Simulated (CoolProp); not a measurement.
Model: reference Helmholtz-energy equation of state, Bücker 2006, in CoolProp.

### Question
Give the vapour pressure (MPa), liquid density (kg/m³), enthalpy of vaporisation (kJ/kg), liquid cp (kJ/(kg K)) of saturated isobutane at 65.85, 95.45 °C.

### Answer
```json
[
 {"T (°C)": "65.85", "p (MPa)": "0.993", "liquid density (kg/m³)": "494", "enthalpy of vaporisation (kJ/kg)": "276", "liquid cp (kJ/(kg K))": "2.77"},
 {"T (°C)": "95.45", "p (MPa)": "1.82", "liquid density (kg/m³)": "440", "enthalpy of vaporisation (kJ/kg)": "222", "liquid cp (kJ/(kg K))": "3.23"}
]
```
